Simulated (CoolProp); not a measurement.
Saturation properties of C2F6 (R116) (Tc = 293.0 K, pc = 30.48 bar, ω = 0.257).

Model: reference Helmholtz-energy equation of state, Lemmon 2006, in CoolProp. It is a short technical equation, of lower accuracy than the large ones.

| T (K) | p (bar) | vapour density (kg/m³) | enthalpy of vaporisation (kJ/kg) | liquid cp (kJ/(kg K)) | vapour viscosity (µPa s) |
|---|---|---|---|---|---|
| 188.1 | 0.6860 | 6.268 | 119.9 | 0.9251 | 8.81 |
| 191.4 | 0.8288 | 7.480 | 118.5 | 0.9329 | 8.96 |
| 194.8 | 0.9993 | 8.913 | 117.1 | 0.9412 | 9.11 |
| 198.2 | 1.196 | 10.55 | 115.6 | 0.9498 | 9.26 |
| 201.5 | 1.414 | 12.36 | 114.1 | 0.9585 | 9.41 |
| 204.9 | 1.670 | 14.46 | 112.6 | 0.9678 | 9.56 |
| 208.2 | 1.952 | 16.76 | 111.0 | 0.9772 | 9.71 |
| 211.6 | 2.278 | 19.42 | 109.4 | 0.9874 | 9.86 |
| 214.9 | 2.632 | 22.30 | 107.7 | 0.9976 | 10.0 |
| 218.3 | 3.040 | 25.62 | 106.0 | 1.009 | 10.2 |
| 221.7 | 3.494 | 29.32 | 104.2 | 1.020 | 10.3 |
| 225 | 3.981 | 33.31 | 102.3 | 1.032 | 10.5 |
| 228.4 | 4.535 | 37.86 | 100.4 | 1.046 | 10.6 |
| 231.7 | 5.126 | 42.76 | 98.45 | 1.059 | 10.8 |
| 235.1 | 5.793 | 48.34 | 96.35 | 1.074 | 10.9 |

It boils at 195.1 K under 1 atm.

Viscosity comes from a separate model (Huber 2003), an estimate that may be off by 10 % or more.
